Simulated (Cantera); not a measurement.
Charge: 1 mol PbO, 0.49 mol O2, 0.58 mol H2, held at 1023 K and 96.0 Pa.

Cantera equilibrium calculation (NASA polynomials, part measured and part estimated; ideal gas, pure solids and liquids). Candidate condensed phases: H2O, Pb, PbO, PbO2, Pb3O4; 12 gas species. Kinetics and transport are ignored.

Base state: H2O 0.743, O2 0.256, PbO 0.000670 (mole fractions); condensed: PbO(yellow).

What changes in the equilibrium state with this change: H2 from 0.58 to 76 mol?


| species | before | after |
|---|---|---|
| H2 | 8.09e-9 | 0.961 |
| H2O | 0.743 | 0.0257 |
| Pb | 1.89e-6 | 0.0130 |
| O2 | 0.256 | <1e-9 |
| PbO | 0.000670 | 1.34e-9 |
| PbO(yellow), mol | 0.999 | 0 |

What changes in the equilibrium state with this change: temperature from 1023 K to 1423.15 K?


```
species             before     after
----------------  --------  --------
PbO               0.000670     0.433
H2O                  0.743     0.309
O2                   0.256     0.157
Pb                 1.89e-6     0.101
O                  5.09e-9   1.73e-5
H2                 8.09e-9   1.61e-5
OH                 2.90e-6  0.000359
PbO(yellow), mol     0.999         0
```
Gases not in the tables: (PbO)n polymers.

What changes in the equilibrium state with this change: PbO replaced by Fe(CO)5?


```
species             before   after
----------------  --------  ------
CO                       0   0.735
CO2                      0   0.161
H2                 8.09e-9  0.0890
H2O                  0.743  0.0149
O2                   0.256   <1e-9
PbO               0.000670       0
PbO(yellow), mol     0.999       0
Fe(α), mol               0    1.00
```
Further candidate phases: C, C6H6, C7H8, C8H18, Fe, Fe(CO)5, FeO, Fe(OH)2, Fe(OH)3, Fe2O3, Fe3O4.
